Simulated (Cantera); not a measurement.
A perfectly stirred reactor is fed with 20.0 % N₂O, 80.0 % N₂, at 0.0100 bar; it is held at 1450 K, and followed from long to short residence time.

Cantera simulation using GRI-Mech 3.0 (53 species, 325 reactions); the numbers are that mechanism's predictions, not measurements. GRI-Mech 3.0 was tuned for natural gas; its chemistry of N2O as a main component is partial and can be far from experiment. Radical loss at walls, strong at low pressure, is not modelled. The temperature is held fixed by assumption; the heat of reaction is taken as removed at once.

### Question
Predict: x(N₂O) at τ = 7.50 s; x(N₂) at τ = 7.50 s; x(O) at τ = 7.50 s; x(O₂) at τ = 7.50 s; x(NO₂) at τ = 7.50 s; x(N₂O) at τ = 24.0 ms; x(N₂) at τ = 24.0 ms; x(O) at τ = 24.0 ms; x(O₂) at τ = 24.0 ms; x(NO₂) at τ = 24.0 ms.

### Answer
```
Property                  Value
---------------------  --------
x(N₂O) at τ = 7.50 s     0.0568
x(N₂) at τ = 7.50 s       0.864
x(O) at τ = 7.50 s      4.34e-5
x(O₂) at τ = 7.50 s      0.0507
x(NO₂) at τ = 7.50 s    2.92e-6
x(N₂O) at τ = 24.0 ms     0.198
x(N₂) at τ = 24.0 ms      0.801
x(O) at τ = 24.0 ms     4.13e-5
x(O₂) at τ = 24.0 ms   0.000536
x(NO₂) at τ = 24.0 ms   5.72e-9
```
